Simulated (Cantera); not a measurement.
Input: 1 mol Si2H6, 23 mol CO2, 110 mol N2, at 0.000260 bar.

Cantera equilibrium calculation (NASA polynomials, part measured and part estimated; ideal gas, pure solids and liquids). Candidate condensed phases: C, C6H6, C7H8, C8H18, H2O, Si, SiC, SiO2, Si2N2O, Si3N4; 151 gas species. The feed counts by its element totals alone. Equilibrium is a limit: real reactors are often held back by kinetics, nucleation or transport.

Task: At 477 °C, list the 5 most abundant gas species with their mole fractions, and the condensed phases.

Result: N2 0.809, CO2 0.132, CO 0.0375, H2 0.0140, H2O 0.00805. Condensed: SiO2(α-quartz).
